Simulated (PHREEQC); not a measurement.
A solution holds 0.0023 mol NaHCO3 and 6.9e-05 mol NaOH per kg of water, at 53 °C. Closed to the air; pH follows from the charge balance.

Equilibrium calculation in PHREEQC: ion-association model, phreeqc.dat.

```
quantity                   before    after
------------------------  -------  -------
pH                           8.48     9.13
ionic strength (mol/kgw)  0.00241  0.00283
```

**Question.** Which change was made?
A) NaOH replaced by Na2S at the same molality
B) NaHCO3 from 0.0023 to 0.00345 mol/kgw
C) NaHCO3 from 0.0023 to 0.0115 mol/kgw
D) NaOH from 6.9e-05 to 0.000345 mol/kgw
E) NaHCO3 replaced by Na2B4O7 at the same molality

**Answer.** D, NaOH from 6.9e-05 to 0.000345 mol/kgw

No solid was allowed to form. Constants without temperature data keep their 25 °C values here.
